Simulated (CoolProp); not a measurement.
Vapour-liquid equilibrium of R134a (1) + R123 (2) at 321.5 K; x and y are mole fractions of (1).

Model: multi-fluid Helmholtz-energy mixture model, Tillner-Roth 1994 and Younglove 1994; pair parameters Bell 2016, in CoolProp.

Question: Give the bubble pressure and the first vapour's composition at x = 0.05, 0.5, 0.95. Is there an azeotrope?

Answer: x = 0.05: 264.2 kPa, y = 0.257; x = 0.5: 767.2 kPa, y = 0.828; x = 0.95: 1209 kPa, y = 0.983. No azeotrope shows between x = 0.05 and 0.95.

The pair parameters rest on a limited set of measurements; away from them the model extrapolates.
